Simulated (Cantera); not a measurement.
**Catalytic stagnation flow on Pt**

A jet of 1.59 % CH4, 14.8 % O2, 83.6 % N2, equivalence ratio 0.21 at 300 K and 61.5 Torr hits a platinum plate 3.8 cm away at a mass flux of 0.081 kg/m²/s; the plate temperature is set and raised in steps from an oxygen-covered start.

Detailed kinetics in Cantera: Deutschmann's 1995 Pt surface mechanism with GRI-Mech 3.0 gas chemistry. Catalytic surfaces can have several steady states; this one follows from the mechanism file's or the stated starting coverage.

```json
[
 {"plate T (K)": "850", "wall x CH4": "0.0139", "wall x O2": "0.144", "wall x H2O": "0.00367", "wall x OH": "<1e-8", "wall x CO": "3.60e-6", "wall x CO2": "0.00239", "θ free Pt": "0.133", "θ O*": "0.867"},
 {"plate T (K)": "900", "wall x CH4": "0.0120", "wall x O2": "0.140", "wall x H2O": "0.00714", "wall x OH": "1.88e-8", "wall x CO": "4.45e-6", "wall x CO2": "0.00467", "θ free Pt": "0.192", "θ O*": "0.807"},
 {"plate T (K)": "950", "wall x CH4": "0.00991", "wall x O2": "0.135", "wall x H2O": "0.0111", "wall x OH": "6.31e-8", "wall x CO": "5.06e-6", "wall x CO2": "0.00726", "θ free Pt": "0.257", "θ O*": "0.742"},
 {"plate T (K)": "1000", "wall x CH4": "0.00794", "wall x O2": "0.131", "wall x H2O": "0.0147", "wall x OH": "1.80e-7", "wall x CO": "5.46e-6", "wall x CO2": "0.00965", "θ free Pt": "0.325", "θ O*": "0.675"},
 {"plate T (K)": "1050", "wall x CH4": "0.00635", "wall x O2": "0.128", "wall x H2O": "0.0176", "wall x OH": "4.48e-7", "wall x CO": "5.78e-6", "wall x CO2": "0.0116", "θ free Pt": "0.392", "θ O*": "0.607"},
 {"plate T (K)": "1100", "wall x CH4": "0.00513", "wall x O2": "0.125", "wall x H2O": "0.0198", "wall x OH": "1.00e-6", "wall x CO": "6.13e-6", "wall x CO2": "0.0130", "θ free Pt": "0.459", "θ O*": "0.540"},
 {"plate T (K)": "1150", "wall x CH4": "0.00422", "wall x O2": "0.123", "wall x H2O": "0.0215", "wall x OH": "2.05e-6", "wall x CO": "6.57e-6", "wall x CO2": "0.0141", "θ free Pt": "0.523", "θ O*": "0.476"},
 {"plate T (K)": "1200", "wall x CH4": "0.00355", "wall x O2": "0.122", "wall x H2O": "0.0226", "wall x OH": "3.88e-6", "wall x CO": "7.16e-6", "wall x CO2": "0.0149", "θ free Pt": "0.584", "θ O*": "0.416"}
]
```
x: mole fraction at the wall; θ: surface coverage.
